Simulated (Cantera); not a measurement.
Charge: 1 mol borazine, 46 mol H2, 4.3 mol N2, held at 1450 K and 4700 Pa.

Cantera equilibrium calculation (NASA polynomials, part measured and part estimated; ideal gas, pure solids and liquids). Candidate condensed phases: B, BN; 15 gas species. The feed counts by its element totals alone. Rates play no part.

Base state: H2 0.919, N2 0.0807, H 4.18e-5 (mole fractions); condensed: BN(s).

### Question
What changes in the equilibrium state with this change: temperature from 1450 K to 1773 K?

### Answer
```tsv
species	before	after
H2	0.919	0.918
N2	0.0807	0.0806
H	4.18e-5	0.00126
BN(s), mol	3.00	3.00
```
